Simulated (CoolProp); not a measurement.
Computed with CoolProp (reference Helmholtz-energy equation of state, Thol 2016).

Question: Give the vapour pressure (bar), vapour density (kg/m³), liquid cp (kJ/(kg K)), surface tension (mN/m) of saturated hexamethyldisiloxane (MM) at 148.15, 161.15, 169.75 °C.

Answer: 
| T (°C) | p (bar) | vapour density (kg/m³) | liquid cp (kJ/(kg K)) | surface tension (mN/m) |
|---|---|---|---|---|
| 148.15 | 3.37 | 18.3 | 2.28 | 5.45 |
| 161.15 | 4.44 | 24.3 | 2.33 | 4.55 |
| 169.75 | 5.27 | 29.2 | 2.37 | 3.97 |

Surface tension comes from a separate correlation (Mulero 2014), older than this fluid's equation and unchecked against measurements.
